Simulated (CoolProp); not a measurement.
Propylene along the isotherm 274.5 K: Z from the reference equation and from simpler models built on Tc = 364.2 K, pc = 4555 kPa, ω = 0.146; each cubic takes its own stable root.

The numbers come from the reference Helmholtz-energy equation of state, Lemmon 2013 in CoolProp.

| p (kPa) | phase | reference | van der Waals | Redlich-Kwong | Soave-Redlich-Kwong |
|---|---|---|---|---|---|
| 813 | liquid | 0.02753 | ___ | 0.03045 | 0.02975 |
| 1630 | liquid | 0.05501 | 0.08711 | 0.06065 | 0.05932 |
| 2440 | liquid | 0.08208 | 0.1290 | 0.09023 | 0.08834 |
| 3250 | liquid | 0.1090 | 0.1701 | 0.1195 | 0.1171 |
| 4070 | liquid | ___ | 0.2111 | ___ | 0.1459 |
| 4880 | liquid | 0.1627 | 0.2511 | 0.1775 | 0.1742 |
| 5690 | liquid | 0.1892 | 0.2906 | 0.2059 | 0.2022 |
| 6510 | liquid | 0.2159 | 0.3302 | 0.2345 | 0.2304 |
| 7320 | liquid | 0.2421 | 0.3689 | ___ | 0.2580 |
| 8130 | liquid | 0.2682 | 0.4072 | 0.2902 | 0.2854 |
| 8950 | liquid | 0.2945 | 0.4457 | ___ | 0.3130 |
| 9760 | liquid | 0.3204 | ___ | 0.3455 | 0.3401 |
| 10600 | liquid | 0.3472 | 0.5223 | 0.3737 | 0.3681 |
| 11400 | liquid | ___ | 0.5590 | 0.4004 | ___ |

Q: Fill in the missing entries.

A: 
- 813, van der Waals: 0.8848
- 4070, reference: 0.1361
- 4070, Redlich-Kwong: 0.1488
- 7320, Redlich-Kwong: 0.2624
- 8950, Redlich-Kwong: 0.3181
- 9760, van der Waals: 0.4834
- 11400, reference: 0.3725
- 11400, Soave-Redlich-Kwong: 0.3945

At some of these states van der Waals gives the other phase, because its saturation line lies elsewhere.
